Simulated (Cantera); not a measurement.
A closed system holds: 1 mol Zr, 0.14 mol N2O, 140 mol H2, 3 mol N2, equilibrated at 1475 K and 12.0 Pa.

Cantera equilibrium calculation (NASA polynomials, part measured and part estimated; ideal gas, pure solids and liquids). Candidate condensed phases: H2O, Zr, ZrN, ZrO2; 28 gas species. Mutual solubility and eutectic melting of coexisting phases are not modelled. ZrN: taken at fixed stoichiometry. Condensed phases not in the tables: solid solutions among these carbides, nitrides and lower oxides. Equilibrium is a limit: real reactors are often held back by kinetics, nucleation or transport.

Q: What is the equilibrium state?

A: 
```json
{
 "x(H2)": "0.980",
 "x(N2)": "0.0187",
 "x(H)": "0.00117",
 "n(ZrN(s))": "0.930 mol",
 "n(ZrO2(monoclinic))": "0.0699 mol",
 "gas_amount": "142.8 mol",
 "log10 activity of Zr(β) (absent)": "-5.27"
}
```
